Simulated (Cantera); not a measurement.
A closed system holds: 1 mol B, 5.5 mol H2O, 5.4 mol N2, at 1723 K and 170 Pa.

These are equilibrium values from Cantera (NASA tables, ideal gas, pure condensed phases), not measurements of a reactor. Candidate condensed phases: B, BN, B2O3, B3O3H3, H2O; 39 gas species. Equilibrium is a limit: real reactors are often held back by kinetics, nucleation or transport.

Base state: N2 0.473, H2O 0.308, H2 0.131, HBO2 0.0846, H 0.00160, B2O3 0.00146, OH 0.000207, BO2 6.91e-5 (mole fractions); condensed: gas only.

Problem. What changes in the equilibrium state with this change: temperature from 1723 K to 1825 K?

Solution. 
| species | before | after |
|---|---|---|
| N2 | 0.473 | 0.473 |
| H2O | 0.308 | 0.307 |
| H2 | 0.131 | 0.130 |
| H | 0.00160 | 0.00385 |
| HBO2 | 0.0846 | 0.0836 |
| O | 2.01e-6 | 1.45e-5 |
| O2 | 2.12e-6 | 1.52e-5 |
| NO | 7.78e-6 | 2.98e-5 |

Problem. What changes in the equilibrium state with this change: pressure from 170 Pa to 13300 Pa?

Solution. 
```json
[
 {"species": "N2", "before": "0.473", "after": "0.474"},
 {"species": "H2O", "before": "0.308", "after": "0.309"},
 {"species": "H2", "before": "0.131", "after": "0.131"},
 {"species": "H", "before": "0.00160", "after": "0.000181"},
 {"species": "HBO2", "before": "0.0846", "after": "0.0847"},
 {"species": "(HBO2)3", "before": "2.08e-9", "after": "1.28e-5"},
 {"species": "BO2", "before": "6.91e-5", "after": "7.79e-6"},
 {"species": "OH", "before": "0.000207", "after": "2.33e-5"},
 {"species": "BO", "before": "1.55e-5", "after": "1.76e-6"},
 {"species": "HBO", "before": "6.52e-5", "after": "6.56e-5"}
]
```

Problem. What changes in the equilibrium state with this change: 0.96 mol Cl2 added?

Solution. 
```
species   before    after
-------  -------  -------
N2         0.473    0.436
H2O        0.308    0.284
HCl            0    0.152
H2         0.131   0.0446
HBO2      0.0846   0.0778
Cl             0  0.00247
BOCl           0  8.41e-5
O2       2.12e-6  1.54e-5
```
The tables' values for BOCl are old estimates; treat these amounts as uncertain. Further candidate phases: NH4Cl.
